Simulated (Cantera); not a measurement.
A perfectly stirred reactor is fed with CH4 : H2 : CO2 = 0.037 : 1 : 0.029 (molar parts), at 67.5 Torr; it is held at 2175 K, and followed from long to short residence time.

Detailed kinetics in Cantera: GRI-Mech 3.0 (53 species, 325 reactions).

x: mole fraction; the columns are a selection and need not sum to one.

```
τ (s)      x CH4   x H2     x CO2     x OH   x C2H4
------  --------  -----  --------  -------  -------
0.47    0.000788  0.928   6.79e-5  1.08e-5  1.91e-6
0.23     0.00115  0.927  0.000110  1.58e-5  2.78e-6
0.11     0.00172  0.925  0.000181  2.16e-5  4.35e-6
0.055    0.00253  0.923  0.000298  2.70e-5  6.96e-6
0.027        ___  0.921       ___  3.11e-5      ___
0.013        ___  0.920       ___  3.28e-5      ___
0.0065   0.00864  0.919   0.00202  3.18e-5  3.73e-5
0.0032    0.0127  0.918   0.00405  2.83e-5  6.50e-5
```

Complete the blanks.


- 0.027, x CH4: 0.00380
- 0.027, x CO2: 0.000527
- 0.027, x C2H4: 1.18e-5
- 0.013, x CH4: 0.00580
- 0.013, x CO2: 0.00102
- 0.013, x C2H4: 2.11e-5
